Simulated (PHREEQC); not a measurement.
Model water analysis in mg/kgw, 20 °C, pH 1.93, pe 9.9:

```tsv
constituent	mg/kgw
Na	14.1
K	56.1
Ca	11.1
Mg	31.7
Cl	9.8
S(6) as SO4	1440
Mn(2)	1.3
Fe(3)	38.2
Zn	0.324
```

Na is adjusted to close the charge balance.
Valence states are taken as typed.

Computed with PHREEQC (ion-association model, phreeqc.dat).

Each row changes one thing in this solution. No solid was allowed to form.

| case | ionic strength (mol/kgw) | SO4-2 (mol/kgw) | HSO4- (mol/kgw) | Mg+2 (mol/kgw) | FeSO4+ (mol/kgw) | MgSO4 (mol/kgw) | SI of Goethite (FeOOH) | SI of Gypsum (CaSO4:2H2O) |
|---|---|---|---|---|---|---|---|---|
| as made | 0.0321 | 0.00835 | 0.00529 | 0.000880 | 0.000556 | 0.000424 | +1.65 | -1.77 |
| Mg from 31.7 to 15.8 mg/kgw | 0.0321 | 0.00846 | 0.00536 | 0.000437 | 0.000556 | 0.000213 | +1.65 | -1.76 |
| all concentrations times 4 at the same typed pH | 0.128 | 0.0342 | 0.0158 | 0.00274 | 0.00200 | 0.00249 | +1.73 | -0.99 |

Complexes and solids missing from the database can't appear. Some of these states are supersaturated (in Hematite (slow to form), Goethite (slow to form), for instance).
